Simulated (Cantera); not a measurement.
A Cantera script and its output.

```python
import numpy as np
import cantera as ct

gas = ct.Solution("gri30.yaml")
gas.TPX = 1650, 36000, {'CH4': 1, 'C2H6': 0.062, 'O2': 3.46, 'N2': 13, 'H2O': 0.88}
reactor = ct.IdealGasReactor(gas, energy="on", clone=False)
net = ct.ReactorNet([reactor])
net.rtol, net.atol = 1e-08, 1e-16
show = ['CH4', 'C2H6', 'O2', 'CH2', 'CH2CO', 'CH3', 'HCO']
times = np.geomspace(1e-06, 3, 11)

steps = ct.SolutionArray(gas, extra=["t"])
rows = []
print(f"{'t/s':>10s}{'T/K':>9s}{'P/Pa':>11s}" + "".join(f"{s:>11s}" for s in show))
for t in times:
    while net.time < t:
        t_next = net.step()
        steps.append(gas.state, t=t_next)
    rows.append([np.interp(t, steps.t, y) for y in (steps.T, steps.P, *steps(*show).X.T)])
    print(f"{t:10.3e}{rows[-1][0]:9.1f}{rows[-1][1]:11.4g}" + "".join(f"{x:11.3e}" for x in rows[-1][2:]))
rate = np.gradient(steps.T, steps.t)
print("integrator steps:", len(steps.t))
if steps.T.max() > steps.T[0] + 200:
    print(f"time of steepest temperature rise: {steps.t[rate.argmax()]:.4e} s")
gas.TPX = 1650, 36000, {'CH4': 1, 'C2H6': 0.062, 'O2': 3.46, 'N2': 13, 'H2O': 0.88}
gas.equilibrate("UV")
print(f"equilibrium (UV): T = {gas.T:.1f} K  " + "  ".join(f"{s} {gas[s].X[0]:.3e}" for s in show))
```

Result:

```
       t/s      T/K       P/Pa        CH4       C2H6         O2        CH2      CH2CO        CH3        HCO
 1.000e-06   1649.9    3.6e+04  5.434e-02  3.357e-03  1.880e-01  1.654e-11  2.202e-15  2.429e-05  1.239e-12
 4.443e-06   1649.4  3.599e+04  5.434e-02  3.315e-03  1.880e-01  7.033e-10  4.328e-12  1.072e-04  5.354e-11
 1.974e-05   1647.4  3.595e+04  5.428e-02  3.129e-03  1.879e-01  2.044e-08  5.271e-09  4.670e-04  3.890e-09
 8.773e-05   1647.7    3.6e+04  5.233e-02  2.308e-03  1.864e-01  7.394e-07  7.316e-06  1.916e-03  7.588e-07
 3.898e-04   2528.1  5.745e+04  2.287e-17  6.650e-33  6.983e-02  4.940e-16  2.751e-19  3.513e-16  1.115e-08
 1.732e-03   2665.7      6e+04  4.191e-17  8.340e-33  6.700e-02  7.212e-16  3.736e-19  5.001e-16  7.239e-09
 7.696e-03   2656.2  5.972e+04  4.176e-17  8.260e-33  6.311e-02  6.635e-16  3.575e-19  4.822e-16  6.939e-09
 3.420e-02   2653.6  5.965e+04  4.172e-17  8.238e-33  6.209e-02  6.484e-16  3.531e-19  4.776e-16  6.862e-09
 1.519e-01   2653.6  5.965e+04  4.172e-17  8.238e-33  6.209e-02  6.484e-16  3.531e-19  4.776e-16  6.862e-09
 6.752e-01   2653.6  5.965e+04  4.172e-17  8.238e-33  6.209e-02  6.484e-16  3.531e-19  4.776e-16  6.862e-09
 3.000e+00   2653.6  5.965e+04  4.172e-17  8.238e-33  6.209e-02  6.484e-16  3.531e-19  4.776e-16  6.862e-09
integrator steps: 1546
time of steepest temperature rise: 2.0788e-04 s
equilibrium (UV): T = 2653.6 K  CH4 5.856e-17  C2H6 1.567e-32  O2 6.209e-02  CH2 7.546e-16  CH2CO 3.970e-19  CH3 6.704e-16  HCO 6.862e-09
```

Detailed kinetics in Cantera: GRI-Mech 3.0 (53 species, 325 reactions).
